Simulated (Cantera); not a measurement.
Feed: 1 mol trisilylamine, 0.27 mol N2, equilibrated at 66.0 Pa.

Method: chemical equilibrium by Gibbs-energy minimisation in Cantera with the NASA 1993 tables (ideal gas, pure condensed phases). Candidate condensed phases: Si, Si3N4; 18 gas species. The feed counts by its element totals alone. Gases not in the tables: Si2H6 and higher silanes. Rates play no part.

Q: Which condensed phases are stable at each of these points (T (K)): 1598, 1673, 1748, 1823, 1898, 1973, 2048, 2123?

A: 
```json
[
 {"T (K)": "1598", "condensed phases": "Si(s)", "Si condensed (%)": "100.0"},
 {"T (K)": "1673", "condensed phases": "Si(s)", "Si condensed (%)": "99.9"},
 {"T (K)": "1748", "condensed phases": "Si(l)", "Si condensed (%)": "99.6"},
 {"T (K)": "1823", "condensed phases": "Si(l)", "Si condensed (%)": "98.7"},
 {"T (K)": "1898", "condensed phases": "Si(l)", "Si condensed (%)": "96.4"},
 {"T (K)": "1973", "condensed phases": "Si(l)", "Si condensed (%)": "90.5"},
 {"T (K)": "2048", "condensed phases": "Si(l)", "Si condensed (%)": "75.0"},
 {"T (K)": "2123", "condensed phases": "Si(l)", "Si condensed (%)": "30.6"}
]
```

From 1598 K to 1673 K the condensed part is Si(s). From 1748 K to 2123 K the condensed part is Si(l).
